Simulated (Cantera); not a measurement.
Cantera run:

```python
import numpy as np
import cantera as ct

gas_names = """
    Fe FeO Fe(OH)2 H HO2 H2 H2O H2O2 O OH O2 O3
""".split()
cond_names = """
    Fe(a) Fe(c) Fe(d) Fe(L) FeO(s) FeO(L) Fe(OH)2(s) Fe(OH)3(s) Fe2O3(s) Fe3O4(s) H2O(s) H2O(L)
""".split()


# ... load() reads the species with a 1 bar reference pressure and builds the phases ...
atoms = {
    'Fe2O3': {'Fe': 2, 'O': 3},
    'H2': {'H': 2},
}
top_T = {'Fe2O3(s)': 1830, 'Fe3O4(s)': 1870}  # K; cautious upper limits of use, not melting points


# ... equilibrate(T, P, feed) seeds the gas with the atoms and calls Mixture.equilibrate('TP', solver="vcs", rtol=1e-11, max_steps=5000) ...
results = []
feed = {'Fe2O3': 1, 'H2': 10}  # mol
P = 57000  # Pa
for T in [1550, 1575, 1600, 1625, 1650, 1675, 1700, 1725]:
    mix = equilibrate(T, P, feed)
    results.append((T, P, feed, dict(zip(mix.species_names, mix.species_moles))))

top = {s: max(r[3][s] / sum(r[3][g] for g in gas_names) for r in results) for s in gas_names}
cols = sorted((s for s in top if top[s] > 1e-06), key=lambda s: -top[s])[:9]
seen = [c for c in cond_names if any(r[3].get(c, 0) > 1e-12 for r in results)]
print("log10 of partial pressures in bar; condensed amounts in mol")
print(f"{'T/K':>10s}" + "".join(f"{s[:9]:>10s}" for s in cols + seen))
for T, P, feed, n in results:
    ng = sum(n[g] for g in gas_names)
    print(f"{T:10.4g}" + "".join(f"{np.log10(max(n[s] / ng * P / 1e5, 1e-99)):10.3f}" for s in cols)
          + "".join(f"{n.get(c, 0):10.4g}" for c in seen))
```

Output:

```
log10 of partial pressures in bar; condensed amounts in mol
       T/K        H2       H2O         H   Fe(OH)2        Fe        OH     Fe(c)     Fe(d)
      1550    -0.399    -0.767    -4.701    -5.385    -6.378    -6.543         2         0
      1575    -0.399    -0.767    -4.581    -5.299    -6.165    -6.389         2         0
      1600    -0.399    -0.767    -4.464    -5.215    -5.960    -6.239         2         0
      1625    -0.399    -0.767    -4.351    -5.135    -5.761    -6.095         2         0
      1650    -0.399    -0.767    -4.241    -5.056    -5.568    -5.954         2         0
      1675    -0.399    -0.767    -4.135    -4.980    -5.382    -5.818         0         2
      1700    -0.399    -0.767    -4.031    -4.907    -5.201    -5.686         0         2
      1725    -0.399    -0.767    -3.931    -4.836    -5.026    -5.558         0         2
```

Method: chemical equilibrium by Gibbs-energy minimisation in Cantera with the NASA 1993 tables (ideal gas, pure condensed phases).
